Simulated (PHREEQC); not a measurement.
Solution (25 °C): 0.06 mol/kgw Ni(NO3)2, 0.022 mol/kgw KCl and 1.8 mol/kgw HCl. Closed to the air; pH follows from the charge balance.

The numbers come from PHREEQC with the ion-association model, wateq4f.dat.

The ionic strength comes out as 1.86 mol/kgw. What activity coefficients do K+, NiCl+, Cl-, H+, Ni+2 get?

K+ 0.57, NiCl+ 0.98, Cl- 0.57, H+ 0.73, Ni+2 0.91.

No solid was allowed to form. Ionic strength above about 0.7 mol/kgw puts this run outside the model's range.
